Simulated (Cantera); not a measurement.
# N2O furnace oxynitridation

An isothermal, constant-pressure homogeneous reactor starts with N2O : H2 : N2 = 1 : 0.036 : 1.2 (molar parts), at 1375 K and 10.00 Torr.

Computed with Cantera and GRI-Mech 3.0 (53 species, 325 reactions). GRI-Mech 3.0 was tuned for natural gas; its chemistry of N2O as a main component is partial and can be far from experiment. Radical loss at walls, strong at low pressure, is not modelled. The mechanism lacks the step 2 NO + O2 → 2 NO2, which can matter for NO2 below about 1400 K. The temperature is held fixed by assumption; the heat of reaction is taken as removed at once.

```json
[
 {"t (s)": "4.00e-6", "x N2O": "0.447", "x H2": "0.0161", "x H2O": "5.00e-12", "x NO": "1.70e-10", "x HO2": "<1e-12", "x N2": "0.537"},
 {"t (s)": "1.13e-5", "x N2O": "0.447", "x H2": "0.0161", "x H2O": "1.14e-10", "x NO": "1.34e-9", "x HO2": "<1e-12", "x N2": "0.537"},
 {"t (s)": "3.17e-5", "x N2O": "0.447", "x H2": "0.0161", "x H2O": "2.63e-9", "x NO": "1.06e-8", "x HO2": "1.95e-11", "x N2": "0.537"},
 {"t (s)": "8.94e-5", "x N2O": "0.447", "x H2": "0.0161", "x H2O": "6.12e-8", "x NO": "8.15e-8", "x HO2": "4.53e-10", "x N2": "0.537"},
 {"t (s)": "0.000252", "x N2O": "0.447", "x H2": "0.0161", "x H2O": "1.31e-6", "x NO": "5.87e-7", "x HO2": "9.69e-9", "x N2": "0.537"},
 {"t (s)": "0.000710", "x N2O": "0.447", "x H2": "0.0161", "x H2O": "2.17e-5", "x NO": "3.70e-6", "x HO2": "1.57e-7", "x N2": "0.537"},
 {"t (s)": "0.00200", "x N2O": "0.447", "x H2": "0.0158", "x H2O": "0.000238", "x NO": "2.08e-5", "x HO2": "1.52e-6", "x N2": "0.537"},
 {"t (s)": "0.00563", "x N2O": "0.445", "x H2": "0.0143", "x H2O": "0.00168", "x NO": "0.000103", "x HO2": "5.53e-6", "x N2": "0.539"},
 {"t (s)": "0.0159", "x N2O": "0.439", "x H2": "0.00880", "x H2O": "0.00717", "x NO": "0.000354", "x HO2": "7.24e-6", "x N2": "0.544"},
 {"t (s)": "0.0447", "x N2O": "0.429", "x H2": "0.00201", "x H2O": "0.0140", "x NO": "0.000780", "x HO2": "7.51e-6", "x N2": "0.553"},
 {"t (s)": "0.126", "x N2O": "0.421", "x H2": "0.000137", "x H2O": "0.0159", "x NO": "0.00165", "x HO2": "4.55e-6", "x N2": "0.558"},
 {"t (s)": "0.355", "x N2O": "0.402", "x H2": "7.05e-7", "x H2O": "0.0159", "x NO": "0.00402", "x HO2": "2.69e-6", "x N2": "0.568"},
 {"t (s)": "1.00", "x N2O": "0.356", "x H2": "3.48e-7", "x H2O": "0.0156", "x NO": "0.0101", "x HO2": "1.28e-6", "x N2": "0.592"}
]
```
x: mole fraction; the columns are a selection and need not sum to one.

Equilibrium at this temperature and pressure: N2O 4.41e-9, H2 8.39e-8, H2O 0.0132, NO 0.000587, HO2 7.98e-9, N2 0.809 (gas phase only).
